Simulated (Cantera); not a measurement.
An adiabatic, constant-pressure homogeneous reactor starts with CH4 : O2 : N2 = 1 : 1.82 : 6.84 (molar parts), at 1075 K and 16.8 atm. Integrator tolerance rtol = 1e-08.

Computed with Cantera and GRI-Mech 3.0 (53 species, 325 reactions). The pressure lies above the range GRI-Mech 3.0 was tuned for (to about 10 atm).

What does this change do: 0.0098 parts C2H6 added?


```csv
quantity,before,after
time of steepest temperature rise,14.4 ms,10.4 ms
temperature at 0.700 s,2724 K,2722 K
equilibrium temperature,2724 K,2722 K
x(CH4) at 0.700 s,<1e-12 (gas-phase equilibrium <1e-12),<1e-12 (gas-phase equilibrium <1e-12)
x(O2) at 0.700 s,0.00271 (gas-phase equilibrium 0.00271),0.00213 (gas-phase equilibrium 0.00213)
x(CO2) at 0.700 s,0.0667 (gas-phase equilibrium 0.0667),0.0651 (gas-phase equilibrium 0.0651)
x(N2O) at 0.700 s,7.55e-7 (gas-phase equilibrium 7.55e-7),6.64e-7 (gas-phase equilibrium 6.64e-7)
x(H2O2) at 0.700 s,4.32e-7 (gas-phase equilibrium 4.32e-7),3.82e-7 (gas-phase equilibrium 3.82e-7)
```

What does this change do: pressure from 16.8 atm to 1.00 atm?


```tsv
quantity	before	after
time of steepest temperature rise	14.4 ms	0.324 s
temperature at 0.700 s	2724 K	2590 K
equilibrium temperature	2724 K	2590 K
x(CH4) at 0.700 s	<1e-12 (gas-phase equilibrium <1e-12)	<1e-12 (gas-phase equilibrium <1e-12)
x(O2) at 0.700 s	0.00271 (gas-phase equilibrium 0.00271)	0.00710 (gas-phase equilibrium 0.00710)
x(CO2) at 0.700 s	0.0667 (gas-phase equilibrium 0.0667)	0.0589 (gas-phase equilibrium 0.0589)
x(N2O) at 0.700 s	7.55e-7 (gas-phase equilibrium 7.55e-7)	2.39e-7 (gas-phase equilibrium 2.39e-7)
x(H2O2) at 0.700 s	4.32e-7 (gas-phase equilibrium 4.32e-7)	1.25e-7 (gas-phase equilibrium 1.25e-7)
```
